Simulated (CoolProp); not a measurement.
Nitrous oxide along the isotherm 229.2 K: Z from the reference equation and from simpler models built on Tc = 309.5 K, pc = 7.245 MPa, ω = 0.161; each cubic takes its own stable root.

Model: reference Helmholtz-energy equation of state, Lemmon 2006, in CoolProp. It is a short technical equation, of lower accuracy than the large ones.

```tsv
p (MPa)	phase	reference
0.115	gas	0.9858
0.185	gas	0.9769
0.299	gas	0.9620
0.483	gas	0.9367
0.78	gas	0.8920
1.26	liquid	0.02670
2.04	liquid	0.04314
3.29	liquid	0.06937
5.32	liquid	0.1116
8.59	liquid	0.1790
13.9	liquid	0.2866
22.4	liquid	0.4549
36.2	liquid	0.7200
```

Q: How far does each simpler model (van der Waals, Redlich-Kwong, Soave-Redlich-Kwong, Peng-Robinson) lie from the reference over these 13 states: mean and median of the absolute difference, and the worst?

A: 
- van der Waals: mean 277.1 %, median 51.2 %, worst +3206.4 % at 229.2 K and 1.26 MPa
- Redlich-Kwong: mean 6.3 %, median 8.2 %, worst +11.2 % at 229.2 K and 1.26 MPa
- Soave-Redlich-Kwong: mean 4.8 %, median 6.6 %, worst +8.4 % at 229.2 K and 1.26 MPa
- Peng-Robinson: mean 3.0 %, median 4.4 %, worst -5.6 % at 229.2 K and 36.2 MPa

At some of these states van der Waals gives the other phase, because its saturation line lies elsewhere.
